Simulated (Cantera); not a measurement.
Charge: 1 mol Pb, 0.28 mol NH₃, 56 mol N₂.

Equilibrium computed with Cantera from the NASA thermochemical tables; the gas is ideal and each condensed phase is pure. Candidate condensed phases: Pb; 11 gas species. Equilibrium is a limit: real reactors are often held back by kinetics, nucleation or transport.

Q: What condenses at these points (T in °C, P in Pa): (427, 500000); (727, 500000); (1127, 370); (327, 2200); (1027, 61)?

A: 
| T (°C) | P in Pa | condensed phases | Pb condensed (%) |
|---|---|---|---|
| 427 | 500000 | Pb | 100.0 |
| 727 | 500000 | Pb | 100.0 |
| 1127 | 370 | gas only | 0.0 |
| 327 | 2200 | Pb | 100.0 |
| 1027 | 61 | gas only | 0.0 |
